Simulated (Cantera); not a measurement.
Input: 1 mol Si3N4, 2.3 mol O2, 8.4 mol N2, at 66.0 Pa.

Cantera equilibrium calculation (NASA polynomials, part measured and part estimated; ideal gas, pure solids and liquids). Candidate condensed phases: Si, SiO2, Si2N2O, Si3N4; 16 gas species. Mutual solubility and eutectic melting of coexisting phases are not modelled. The tables hold silica as quartz up to 1696 K and as liquid above; real silica turns to tridymite and cristobalite and melts near 1996 K. Equilibrium is a limit: real reactors are often held back by kinetics, nucleation or transport.

Q: Which condensed phases are stable at each of these points (T (K)): 1100, 1150, 1200, 1250, 1300, 1350, 1400, 1450, 1500, 1550, 1600, 1650, 1700?

A: 
```csv
T (K),condensed phases,Si condensed (%)
1100,SiO2(β-quartz) + Si2N2O(s),100.0
1150,SiO2(β-quartz) + Si2N2O(s),100.0
1200,SiO2(β-quartz) + Si2N2O(s),100.0
1250,SiO2(β-quartz) + Si2N2O(s),100.0
1300,SiO2(β-quartz) + Si2N2O(s),100.0
1350,SiO2(β-quartz) + Si2N2O(s),99.9
1400,SiO2(β-quartz) + Si2N2O(s),99.3
1450,SiO2(β-quartz) + Si2N2O(s),96.7
1500,SiO2(β-quartz) + Si2N2O(s),86.3
1550,SiO2(β-quartz),53.3
1600,SiO2(β-quartz),53.3
1650,SiO2(β-quartz),53.3
1700,SiO2(condensed),53.3
```

From 1100 K to 1500 K the condensed part is SiO2(β-quartz) + Si2N2O(s). From 1550 K to 1650 K the condensed part is SiO2(β-quartz). At 1700 K the condensed part is SiO2(condensed).
